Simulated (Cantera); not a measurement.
Charge: 1 mol CH3SiH3, 23 mol H2, held at 13.3 mbar.

Method: chemical equilibrium by Gibbs-energy minimisation in Cantera with the NASA 1993 tables (ideal gas, pure condensed phases). Candidate condensed phases: C, C6H6, C7H8, C8H18, Si, SiC; 87 gas species. The feed counts by its element totals alone. Gases not in the tables: Si2H6 and higher silanes. Rates play no part.

Question: At 2475 K, list the 7 most abundant gas species with their mole fractions, and the condensed phases.

Answer: H2 0.787, H 0.173, Si 0.0246, C2H2 (acetylene) 0.00765, SiC2 0.00594, Si2C 0.00122, SiH 0.000693. Condensed: C(graphite).
